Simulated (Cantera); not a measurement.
Input: 1 mol Si2Cl6, 1.5 mol NH3, 8.6 mol H2, equilibrated at 10000 Pa.

Cantera equilibrium calculation (NASA polynomials, part measured and part estimated; ideal gas, pure solids and liquids). Candidate condensed phases: NH4Cl, Si, Si3N4; 28 gas species. The feed counts by its element totals alone. The tables' values for SiCl3 are old estimates; treat these amounts as uncertain. The numbers say what is thermodynamically allowed, not how fast it happens. All values below are at 1025 °C.

Base state: H2 0.713, HCl 0.219, SiCl4 0.0441, SiCl2 0.00858, SiCl3 0.00796, SiHCl3 0.00647, N2 0.000453, SiH2Cl2 0.000134 (mole fractions); condensed: Si3N4(s).

**Question.** What changes in the equilibrium state with this change: pressure from 10000 Pa to 2000 Pa?

**Answer.** 
```tsv
species	before	after
H2	0.713	0.690
HCl	0.219	0.243
SiCl4	0.0441	0.0296
SiCl2	0.00858	0.0227
SiCl3	0.00796	0.0106
SiH2Cl2	0.000134	6.85e-5
SiHCl3	0.00647	0.00379
Si3N4(s), mol	0.372	0.370
```

**Question.** What changes in the equilibrium state with this change: NH3 from 1.5 to 43 mol?

**Answer.** 
```csv
species,before,after
H2,0.713,0.728
N2,0.000453,0.209
HCl,0.219,0.0623
SiCl4,0.0441,4.59e-6
SiCl2,0.00858,1.13e-5
SiCl3,0.00796,2.94e-6
SiHCl3,0.00647,2.42e-6
SiH2Cl2,0.000134,1.80e-7
"Si3N4(s), mol",0.372,0.666
```
